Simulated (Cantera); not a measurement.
A freely propagating, adiabatic, planar premixed flame of 45.7 % H2, 11.4 % O2, 42.9 % N2, unburnt at 600 K and 1.01 bar; mixture-averaged transport, grid criteria slope 0.08 and curve 0.16, no radiation.

Model: the H2/O2 subset of GRI-Mech 3.0, which has no nitrogen chemistry, integrated in Cantera. Burning velocities carry a grid error of a few per cent, more on coarse grids.

x: mole fraction of selected species; z is measured from the peak of heat release.

| z (mm) | T (K) | u (m/s) | x H2 | x O2 | x H2O | x H2O2 | x OH | x HO2 |
|---|---|---|---|---|---|---|---|---|
| -1.34 | 600 | 9.05 | 0.457 | 0.114 | <1e-8 | <1e-8 | <1e-8 | <1e-8 |
| -0.894 | 600 | 9.05 | 0.457 | 0.114 | <1e-8 | <1e-8 | <1e-8 | <1e-8 |
| -0.670 | 600 | 9.05 | 0.457 | 0.114 | <1e-8 | <1e-8 | <1e-8 | <1e-8 |
| -0.447 | 600 | 9.05 | 0.457 | 0.114 | 1.22e-7 | <1e-8 | <1e-8 | 8.12e-7 |
| -0.223 | 621 | 9.33 | 0.453 | 0.114 | 0.000990 | 3.05e-6 | 7.12e-5 | 0.000232 |
| -0.112 | 823 | 12.1 | 0.423 | 0.108 | 0.0186 | 7.95e-6 | 0.000596 | 0.000159 |
| 0 | 1225 | 17.5 | 0.320 | 0.0708 | 0.0999 | 1.96e-6 | 0.00229 | 6.69e-5 |
| 0.112 | 1506 | 21.3 | 0.225 | 0.0177 | 0.202 | 1.05e-6 | 0.00439 | 1.63e-5 |
| 0.223 | 1626 | 22.9 | 0.205 | 0.00346 | 0.231 | 6.50e-7 | 0.00486 | 3.07e-6 |
| 0.447 | 1743 | 24.3 | 0.209 | 0.000897 | 0.238 | 4.17e-7 | 0.00533 | 7.88e-7 |
| 0.894 | 1864 | 25.8 | 0.219 | … | 0.241 | … | 0.00545 | … |
| 1.79 | 1983 | 27.2 | 0.229 | … | 0.245 | … | 0.00504 | … |
| 3.58 | 2087 | 28.4 | 0.237 | 0.000195 | 0.248 | 6.57e-8 | 0.00416 | 1.86e-7 |

Question: Complete the blanks.

Answer: 
- 0.894, x O2: 0.000598
- 0.894, x H2O2: 2.42e-7
- 0.894, x HO2: 5.14e-7
- 1.79, x O2: 0.000369
- 1.79, x H2O2: 1.28e-7
- 1.79, x HO2: 3.24e-7
